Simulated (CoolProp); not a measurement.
Vapour-liquid equilibrium of CH2F2 (R32) (1) + R152A (2) at 0.554 bar; x and y are mole fractions of (1).

The numbers come from the multi-fluid Helmholtz-energy mixture model, Tillner-Roth 1997 and Outcalt 1996; pair parameters Bell 2016 in CoolProp.

```
x      bubble temperature (K)  y at the bubble point  dew temperature at overall composition x (K)  liquid density (mol/L)
-----  ----------------------  ---------------------  --------------------------------------------  ----------------------
0.05                    233.6                  0.168                                         235.5                   16.04
0.125                   230.1                  0.357                                         234.3                   16.55
0.2                     227.2                  0.495                                         233.0                   17.06
0.275                   224.7                  0.600                                         231.7                   17.58
0.35                    222.4                  0.682                                         230.3                   18.12
0.425                   220.5                  0.746                                         228.7                   18.68
0.5                     218.8                  0.799                                         227.1                   19.26
0.575                   217.2                  0.843                                         225.3                   19.87
0.65                    215.7                  0.881                                         223.3                   20.50
0.725                   214.4                  0.912                                         221.2                   21.16
0.8                     213.2                  0.940                                         218.7                   21.86
0.875                   212.1                  0.965                                         216.0                   22.59
0.95                    211.0                  0.987                                         212.8                   23.36
```

No azeotrope shows between x = 0.05 and 0.95.

Pair parameters are fitted to limited data, so mixtures are less certain than the pure fluids.
